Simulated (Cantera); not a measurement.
A perfectly stirred reactor is fed with NH₃ : H₂ : N₂ = 1 : 0.64 : 0.011 (molar parts), at 11000 Pa; it is held at 1600 K, and followed from long to short residence time.

Detailed kinetics in Cantera: the gas-phase N/H chemistry of the illustrative SiF4/NH3 mechanism in the Surface Chemkin manual (1991). Walls and surfaces, which speed up NH3 decomposition in real reactors, are not modelled.

Task: Predict: x(NH₃) at τ = 5.80 s; x(H₂) at τ = 5.80 s; x(N₂) at τ = 5.80 s; x(H) at τ = 5.80 s; x(N) at τ = 5.80 s; x(NH₃) at τ = 22.0 ms; x(H₂) at τ = 22.0 ms; x(N₂) at τ = 22.0 ms; x(H) at τ = 22.0 ms; x(N) at τ = 22.0 ms.

Result: 
```
Property                Result
---------------------  -------
x(NH₃) at τ = 5.80 s     0.517
x(H₂) at τ = 5.80 s      0.449
x(N₂) at τ = 5.80 s     0.0338
x(H) at τ = 5.80 s     3.11e-5
x(N) at τ = 5.80 s     1.38e-8
x(NH₃) at τ = 22.0 ms    0.605
x(H₂) at τ = 22.0 ms     0.388
x(N₂) at τ = 22.0 ms   0.00672
x(H) at τ = 22.0 ms    1.79e-5
x(N) at τ = 22.0 ms    4.83e-9
```
